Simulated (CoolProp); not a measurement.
Saturation properties of n-butane (Tc = 425.1 K, pc = 37.96 bar, ω = 0.201).

Model: reference Helmholtz-energy equation of state, Bücker 2006, in CoolProp.

```json
[
 {"T (K)": "197.2", "p (bar)": "0.01554", "vapour density (kg/m³)": "0.05520"},
 {"T (K)": "205.2", "p (bar)": "0.02871", "vapour density (kg/m³)": "0.09809"},
 {"T (K)": "213.2", "p (bar)": "0.05029", "vapour density (kg/m³)": "0.1656"},
 {"T (K)": "221.2", "p (bar)": "0.08407", "vapour density (kg/m³)": "0.2675"},
 {"T (K)": "229.2", "p (bar)": "0.1348", "vapour density (kg/m³)": "0.4152"},
 {"T (K)": "237.2", "p (bar)": "0.2084", "vapour density (kg/m³)": "0.6225"},
 {"T (K)": "245.2", "p (bar)": "0.3119", "vapour density (kg/m³)": "0.9052"},
 {"T (K)": "253.3", "p (bar)": "0.4552", "vapour density (kg/m³)": "1.286"},
 {"T (K)": "261.3", "p (bar)": "0.6441", "vapour density (kg/m³)": "1.776"},
 {"T (K)": "269.3", "p (bar)": "0.8902", "vapour density (kg/m³)": "2.401"},
 {"T (K)": "277.3", "p (bar)": "1.205", "vapour density (kg/m³)": "3.185"},
 {"T (K)": "285.3", "p (bar)": "1.599", "vapour density (kg/m³)": "4.154"},
 {"T (K)": "293.3", "p (bar)": "2.087", "vapour density (kg/m³)": "5.337"},
 {"T (K)": "301.3", "p (bar)": "2.680", "vapour density (kg/m³)": "6.767"},
 {"T (K)": "309.3", "p (bar)": "3.394", "vapour density (kg/m³)": "8.480"}
]
```

It boils at 272.7 K under 1 atm.
